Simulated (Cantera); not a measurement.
Input (Python, Cantera) and output of one run.

```python
import numpy as np
import cantera as ct

gas_names = """
    NO TaO2 CO2 N2O
""".split()
cond_names = """
    TaC(s) TaC(L)
""".split()


# ... load() reads the species with a 1 bar reference pressure and builds the phases ...
species = {s.name: s for s in load("nasa_gas.yaml", gas_names) + load("nasa_condensed.yaml", cond_names)}
# Each term lists the table entries of one substance; the one whose range holds T is used.
reactions = {
    'TaC + 8 NO(g) = TaO2(g) + CO2(g) + 4 N2O(g)':
        [(-1, ['TaC(s)', 'TaC(L)']), (-8, ['NO']), (1, ['TaO2']), (1, ['CO2']), (4, ['N2O'])],
}


def pick(names, T):
    return next(species[n] for n in names if species[n].thermo.min_temp <= T <= species[n].thermo.max_temp)


results = []
for label, terms in reactions.items():
    print(label)
    print("     T/K   dH/kJ  dS/(J/K)   dG/kJ   log10 K")
    for T in [1075, 1125, 1175, 1225, 1275, 1325, 1375, 1425, 1475]:
        used = [(nu, pick(names, T)) for nu, names in terms]
        dH = sum(nu * s.thermo.h(T) for nu, s in used) / 1e6
        dS = sum(nu * s.thermo.s(T) for nu, s in used) / 1e3
        dG = dH - T * dS / 1e3
        logK = -dG * 1e6 / (ct.gas_constant * T * np.log(10))
        results.append((label, T, dH, dS, dG, logK, [s.name for _, s in used]))
        print(f"{T:8g} {dH:8.1f} {dS:8.1f} {dG:8.1f} {logK:8.2f}")
```

Result:

```
TaC + 8 NO(g) = TaO2(g) + CO2(g) + 4 N2O(g)
     T/K   dH/kJ  dS/(J/K)   dG/kJ   log10 K
    1075   -857.0   -365.4   -464.2    22.55
    1125   -856.6   -365.1   -445.9    20.70
    1175   -856.1   -364.7   -427.6    19.01
    1225   -855.7   -364.3   -409.4    17.46
    1275   -855.2   -363.9   -391.2    16.03
    1325   -854.7   -363.5   -373.0    14.71
    1375   -854.2   -363.2   -354.9    13.48
    1425   -853.7   -362.8   -336.7    12.34
    1475   -853.2   -362.4   -318.6    11.28
```

Cantera with NASA thermochemical tables; ideal gases at 1 bar, condensed phases pure. TaC: taken at fixed stoichiometry. Condensed species are held in their standard states even where they would react or evaporate.
